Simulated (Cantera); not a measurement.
A closed system holds: 1 mol TiO₂, 0.6 mol Cl₂, 1.3 mol O₂, equilibrated at 0.0410 bar.

Equilibrium computed with Cantera from the NASA thermochemical tables; the gas is ideal and each condensed phase is pure. Candidate condensed phases: Ti, TiCl₂, TiCl₃, TiCl₄, TiO, TiO₂, Ti₂O₃, Ti₃O₅, Ti₄O₇; 15 gas species. The numbers say what is thermodynamically allowed, not how fast it happens.

x: gas mole fraction; n: condensed amount in mol.

| T (°C) | x O₂ | x Cl | x Cl₂ | x ClO | x O | x TiCl₄ | n TiO₂(rutile) |
|---|---|---|---|---|---|---|---|
| 1000 | 0.675 | 0.0262 | 0.298 | 0.000150 | 4.36e-7 | 6.83e-6 | 1.000 |
| 1075 | 0.667 | (withheld) | 0.283 | (withheld) | (withheld) | (withheld) | 1.000 |
| 1150 | 0.655 | 0.0852 | 0.260 | 0.000380 | 5.38e-6 | 3.03e-5 | 1.000 |
| 1225 | 0.638 | (withheld) | (withheld) | (withheld) | (withheld) | (withheld) | 1.000 |
| 1300 | 0.616 | 0.198 | 0.185 | 0.000709 | 4.05e-5 | 6.61e-5 | 1.000 |
| 1375 | 0.592 | 0.267 | 0.139 | 0.000861 | 9.62e-5 | 7.13e-5 | 1.000 |
| 1450 | 0.570 | 0.332 | 0.0966 | 0.000973 | 0.000212 | 6.13e-5 | 1.000 |
| 1525 | 0.552 | 0.385 | 0.0620 | 0.00103 | 0.000438 | 4.29e-5 | 1.000 |

Problem. Complete the blanks.

Solution. 
- 1075, x Cl: 0.0493
- 1075, x ClO: 0.000248
- 1075, x O: 1.65e-6
- 1075, x TiCl₄: 1.56e-5
- 1225, x Cl: 0.135
- 1225, x Cl₂: 0.226
- 1225, x ClO: 0.000540
- 1225, x O: 1.56e-5
- 1225, x TiCl₄: 4.94e-5
